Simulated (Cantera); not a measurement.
An isothermal, constant-pressure homogeneous reactor starts with C₂H₆ : N₂ : H₂O = 1 : 4.3 : 0.09 (molar parts), at 1848 K and 4.13 Torr.

Model: GRI-Mech 3.0 (53 species, 325 reactions), integrated in Cantera. GRI-Mech 3.0 stops at C3 and has no aromatics, soot or wall deposition, so with more carbon than oxygen in the feed, carbon stays in small species such as C2H2 where larger ones or solid carbon would form. Radical loss at walls, strong at low pressure, is not modelled.

Task: Predict: x(CH₃) at 20.0 s; x(CH₂) at 20.0 s; x(H) at 20.0 s; x(H₂) at 20.0 s; x(C₂H₂) at 20.0 s; x(CH₄) at 20.0 s.

Result: 
```json
{
 "x(CH₃) at 20.0 s": "3.08e-6 (gas-phase equilibrium 2.39e-6)",
 "x(CH₂) at 20.0 s": "4.87e-8 (gas-phase equilibrium 3.78e-8)",
 "x(H) at 20.0 s": "0.00383 (gas-phase equilibrium 0.00383)",
 "x(H₂) at 20.0 s": "0.283 (gas-phase equilibrium 0.283)",
 "x(C₂H₂) at 20.0 s": "0.127 (gas-phase equilibrium 0.0681)",
 "x(CH₄) at 20.0 s": "1.14e-5 (gas-phase equilibrium 8.81e-6)"
}
```
